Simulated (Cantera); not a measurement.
Feed: 1 mol Si₃N₄, 0.0067 mol H₂O, 1 mol H₂, 0.026 mol O₂, equilibrated at 725 °C and 10.0 mbar.

Cantera equilibrium calculation (NASA polynomials, part measured and part estimated; ideal gas, pure solids and liquids). Candidate condensed phases: H₂O, Si, SiO₂, Si₂N₂O, Si₃N₄; 35 gas species. The numbers say what is thermodynamically allowed, not how fast it happens.

Base state: H₂ 0.981, N₂ 0.0191 (mole fractions); condensed: Si₂N₂O(s) + Si₃N₄(s).

### Question
What changes in the equilibrium state with this change: O₂ from 0.026 to 0.0013 mol?

### Answer
```tsv
species	before	after
H₂	0.981	0.997
N₂	0.0191	0.00307
Si₂N₂O(s), mol	0.0587	0.00930
Si₃N₄(s), mol	0.961	0.994
```
